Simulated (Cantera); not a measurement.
A jet of 1.21 % CH₄, 12.1 % O₂, 86.7 % N₂ at 300 K and 143 Torr hits a platinum plate 6.3 cm away at a mass flux of 0.093 kg/m²/s; the plate temperature is set and raised in steps from an oxygen-covered start.

Cantera simulation using Deutschmann's 1995 Pt surface mechanism with GRI-Mech 3.0 gas chemistry; the numbers are that mechanism's predictions, not measurements. Catalytic surfaces can have several steady states; this one follows from the mechanism file's or the stated starting coverage.

x: mole fraction at the wall; θ: surface coverage.

| plate T (K) | wall x CH₄ | wall x O₂ | wall x H₂O | wall x OH | wall x CO | wall x CO₂ | θ free Pt | θ O* | θ OH* |
|---|---|---|---|---|---|---|---|---|---|
| 850 | 0.00962 | 0.116 | 0.00459 | <1e-8 | 2.32e-6 | 0.00300 | 0.110 | 0.889 | 0.000770 |
| 900 | ? | 0.111 | ? | ? | 2.57e-6 | ? | ? | 0.835 | ? |
| 950 | 0.00541 | 0.107 | 0.0124 | 4.84e-8 | 2.55e-6 | 0.00812 | 0.224 | 0.775 | 0.00110 |
| 1000 | 0.00386 | 0.103 | 0.0152 | 1.32e-7 | 2.43e-6 | 0.0100 | 0.288 | 0.711 | 0.00110 |
| 1050 | ? | 0.101 | 0.0171 | ? | 2.33e-6 | 0.0113 | ? | ? | 0.00104 |
| 1100 | 0.00210 | 0.0996 | 0.0184 | 6.95e-7 | 2.27e-6 | 0.0121 | 0.417 | 0.582 | 0.000953 |

Q: Complete the blanks.

A: 
- 900, wall x CH₄: 0.00747
- 900, wall x H₂O: 0.00859
- 900, wall x OH: 1.51e-8
- 900, wall x CO₂: 0.00562
- 900, θ free Pt: 0.164
- 900, θ OH*: 0.000993
- 1050, wall x CH₄: 0.00280
- 1050, wall x OH: 3.19e-7
- 1050, θ free Pt: 0.352
- 1050, θ O*: 0.647
